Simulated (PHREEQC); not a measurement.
Make-up at 25 °C: 0.13 mol/kgw CdSO4, 0.13 mol/kgw NaCl and 0.033 mol/kgw HCl. Closed to the air; pH follows from the charge balance.

Computed with PHREEQC (ion-association model, wateq4f.dat).

```tsv
quantity	before	after
pH	1.97	2.05
ionic strength (mol/kgw)	0.336	0.449
Na+ (mol/kgw)	0.122	0.359
SI of Halite (NaCl)	-3.87	-3.15
```

Task: What was changed between the two runs?
A) HCl from 0.033 to 0.165 mol/kgw
B) diluted 10-fold with water
C) CdSO4 replaced by Na2SO4 at the same molality
D) CdSO4 left out
E) CdSO4 replaced by Cs2SO4 at the same molality

Result: C, CdSO4 replaced by Na2SO4 at the same molality

No solid was allowed to form.
